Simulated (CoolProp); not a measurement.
Properties of R1224YDZ along the isobar 1.01 bar.

Computed with CoolProp (reference Helmholtz-energy equation of state, Akasaka 2023).

| T (°C) | phase | density (kg/m³) | cv (kJ/(kg K)) | speed of sound (m/s) | Joule-Thomson coefficient (K/MPa) | expansivity (1/kK) |
|---|---|---|---|---|---|---|
| 123.25 | gas | 4.614 | 0.8640 | 151.9 | 11.63 | 2.648 |
| 129.65 | gas | 4.537 | 0.8727 | 153.2 | 11.03 | 2.598 |
| 136.05 | gas | 4.463 | 0.8813 | 154.5 | 10.48 | 2.551 |
| 142.45 | gas | 4.392 | 0.8898 | 155.7 | 9.976 | 2.506 |
| 148.85 | gas | 4.322 | 0.8981 | 156.9 | 9.513 | 2.463 |
| 155.25 | gas | 4.255 | 0.9062 | 158.1 | 9.087 | 2.421 |
| 161.65 | gas | 4.190 | 0.9142 | 159.4 | 8.693 | 2.381 |
| 168.05 | gas | 4.128 | 0.9221 | 160.6 | 8.328 | 2.343 |
| 174.45 | gas | 4.067 | 0.9297 | 161.7 | 7.990 | 2.306 |
| 180.85 | gas | 4.008 | 0.9373 | 162.9 | 7.675 | 2.270 |
| 187.25 | gas | 3.950 | 0.9446 | 164.1 | 7.381 | 2.236 |
| 193.65 | gas | 3.894 | 0.9519 | 165.2 | 7.107 | 2.202 |
| 199.95 | gas | 3.841 | 0.9588 | 166.4 | 6.853 | 2.170 |
